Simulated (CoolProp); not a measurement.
Vapour-liquid equilibrium of isopentane (1) + R365MFC (2) at 409.7 K; x and y are mole fractions of (1).

Model: multi-fluid Helmholtz-energy mixture model, Lemmon 2006 and Lemmon 2016; pair parameters Bell 2016, in CoolProp.

```json
[
 {"x": "0.05", "bubble pressure, mixture model (MPa)": "1.397", "bubble pressure, Raoult's law (MPa)": "1.314", "y, mixture model": "0.091", "y, Raoult's law": "0.056"},
 {"x": "0.15", "bubble pressure, mixture model (MPa)": "1.549", "bubble pressure, Raoult's law (MPa)": "1.331", "y, mixture model": "0.230", "y, Raoult's law": "0.167"},
 {"x": "0.25", "bubble pressure, mixture model (MPa)": "1.661", "bubble pressure, Raoult's law (MPa)": "1.348", "y, mixture model": "0.334", "y, Raoult's law": "0.274"},
 {"x": "0.35", "bubble pressure, mixture model (MPa)": "1.739", "bubble pressure, Raoult's law (MPa)": "1.366", "y, mixture model": "0.419", "y, Raoult's law": "0.379"},
 {"x": "0.45", "bubble pressure, mixture model (MPa)": "1.788", "bubble pressure, Raoult's law (MPa)": "1.383", "y, mixture model": "0.492", "y, Raoult's law": "0.481"},
 {"x": "0.55", "bubble pressure, mixture model (MPa)": "1.809", "bubble pressure, Raoult's law (MPa)": "1.400", "y, mixture model": "0.560", "y, Raoult's law": "0.581"},
 {"x": "0.65", "bubble pressure, mixture model (MPa)": "1.804", "bubble pressure, Raoult's law (MPa)": "1.418", "y, mixture model": "0.629", "y, Raoult's law": "0.678"},
 {"x": "0.75", "bubble pressure, mixture model (MPa)": "1.769", "bubble pressure, Raoult's law (MPa)": "1.435", "y, mixture model": "0.704", "y, Raoult's law": "0.773"},
 {"x": "0.85", "bubble pressure, mixture model (MPa)": "1.697", "bubble pressure, Raoult's law (MPa)": "1.452", "y, mixture model": "0.794", "y, Raoult's law": "0.865"},
 {"x": "0.95", "bubble pressure, mixture model (MPa)": "1.570", "bubble pressure, Raoult's law (MPa)": "1.470", "y, mixture model": "0.916", "y, Raoult's law": "0.956"}
]
```

The largest gap from Raoult's law is +29.3 % in bubble pressure, at x = 0.45. y crosses x between x = 0.55 and 0.65: the model has an azeotrope there.

Pair parameters are fitted to limited data, so mixtures are less certain than the pure fluids.
